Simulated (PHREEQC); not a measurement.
Make-up at 25 °C: 1.7 mmol/kgw H3BO3, 95 mmol/kgw KOH and 90 mmol/kgw KCl. It is in equilibrium with CO2 at log p = -3.5 (atm). Otherwise closed; pH follows from the charge balance.

All values are PHREEQC results (ion-association model, wateq4f.dat), not measurements.

This is a speciation only: nothing precipitates in the calculation.

### Question
Predict the pH.

### Answer
pH 9.78.

### Question
In which forms is C present?

### Answer
HCO3- 59 %, CO3-2 41 % of the C.

Complexes and solids missing from the database can't appear.
